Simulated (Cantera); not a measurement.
Input: 1 mol SiCl4, 0.9 mol HCl, 4.6 mol H2, 1.6 mol Cl2, at 725 K and 13300 Pa.

These are equilibrium values from Cantera (NASA tables, ideal gas, pure condensed phases), not measurements of a reactor. Candidate condensed phases: Si; 19 gas species. Kinetics and transport are ignored.

Base state: HCl 0.506, H2 0.370, SiCl4 0.123, SiHCl3 2.79e-5 (mole fractions); condensed: gas only.

What changes in the equilibrium state with this change: SiCl4 replaced by Si?


```csv
species,before,after
H2,0.370,0.817
SiCl4,0.123,0.162
HCl,0.506,0.0186
SiHCl3,2.79e-5,0.00219
```
